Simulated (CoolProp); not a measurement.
Values from CoolProp's reference Helmholtz-energy equation of state, Lemmon 2016.

### Question
For R365MFC, give the phase and the Z, cp (kJ/(kg K)), expansivity (1/kK), fugacity coefficient at 482.8 K and 17.5 bar; 482.8 K and 81.7 bar.

### Answer
- 482.8 K and 17.5 bar: gas; Z 0.818, cp 1.40, expansivity 3.94, fugacity coefficient 0.840
- 482.8 K and 81.7 bar: supercritical; Z 0.390, cp 1.93, expansivity 5.95, fugacity coefficient 0.413
